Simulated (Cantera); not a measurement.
Charge: 1 mol Al, 1.4 mol Br2, at 22.0 Pa.

Method: chemical equilibrium by Gibbs-energy minimisation in Cantera with the NASA 1993 tables (ideal gas, pure condensed phases). Candidate condensed phases: Al, AlBr3, Br2; 7 gas species. The numbers say what is thermodynamically allowed, not how fast it happens.

log p: log10 of the partial pressure in bar; n: condensed amount in mol.

| T (K) | log p AlBr3 | log p AlBr | log p Al2Br6 | log p Br | log p Al | n Al(s) |
|---|---|---|---|---|---|---|
| 650 | -3.66 | -8.13 | -5.69 | <-15 | <-15 | 0.0666 |
| 700 | -3.66 | -7.27 | -6.31 | <-15 | <-15 | 0.0665 |
| 750 | -3.66 | -6.53 | -6.86 | [?] | <-15 | 0.0658 |
| 800 | -3.66 | -5.88 | -7.33 | [?] | -14.50 | 0.0629 |
| 850 | -3.67 | -5.31 | -7.76 | [?] | -13.25 | 0.0526 |
| 900 | -3.69 | -4.81 | -8.16 | [?] | -12.14 | 0.0211 |
| 950 | -3.70 | -4.66 | -8.52 | [?] | -11.58 | 0 |
| 1000 | -3.70 | -4.66 | -8.80 | [?] | -11.29 | 0 |
| 1050 | -3.70 | -4.66 | -9.06 | [?] | -11.03 | 0 |
| 1100 | -3.70 | -4.66 | -9.30 | [?] | -10.80 | 0 |
| 1150 | -3.70 | -4.66 | -9.51 | [?] | -10.58 | 0 |
| 1200 | -3.70 | -4.66 | -9.70 | [?] | -10.38 | 0 |
| 1250 | -3.70 | -4.66 | -9.88 | [?] | -10.19 | 0 |

### Question
What belongs in the gaps?

### Answer

- 750, log p Br: -14.93
- 800, log p Br: -13.84
- 850, log p Br: -12.88
- 900, log p Br: -12.04
- 950, log p Br: -11.13
- 1000, log p Br: -10.24
- 1050, log p Br: -9.43
- 1100, log p Br: -8.70
- 1150, log p Br: -8.03
- 1200, log p Br: -7.41
- 1250, log p Br: -6.85
